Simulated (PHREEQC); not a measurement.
4.6 g of hydrous ferric oxide (600 m²/g; 0.2 weak and 0.005 strong sites per Fe, Dzombak-Morel constants, diffuse double layer) in 1 kg of water with 0.1 mol/kgw of an inert sodium salt and 6.3e-05 mol SrCl2, at 25 °C; the pH is set by adding NaOH or the inert anion's acid. O2 is buffered at 0.21 atm. CO2 from the air is kept out. Nothing may precipitate in this run.

The series has 17 steps of pH, from 4 to 12.

All values are PHREEQC results (ion-association model, wateq4f.dat), not measurements.

Task: Near which pH is half of the Sr sorbed, and on which side is more sorbed?

Result: Near pH 7.6, with more sorbed at higher pH.
